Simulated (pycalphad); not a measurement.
Effect of C content in Ti-C

CALPHAD calculation (pycalphad, COST 507 light-alloy database (1999)), 1 atm. The database dates from 1999; later assessments differ in places, in temperatures and in the compounds included. Phase fractions are per mole of atoms.

```
alloy            liquidus (°C)  first solid  solidus (°C)    phases at 877 °C
---------------  -------------  -----------  ------------  ------------------
Ti-1.19C (at.%)           1663          bcc          1662            hcp 1.00
Ti-3.57C (at.%)           1695          fcc          1652  hcp 0.94, fcc 0.06
Ti-4.76C (at.%)           1802          fcc          1652  hcp 0.90, fcc 0.10
```

The fcc model also describes the rock-salt carbide or nitride (TiC, TiN, HfC).
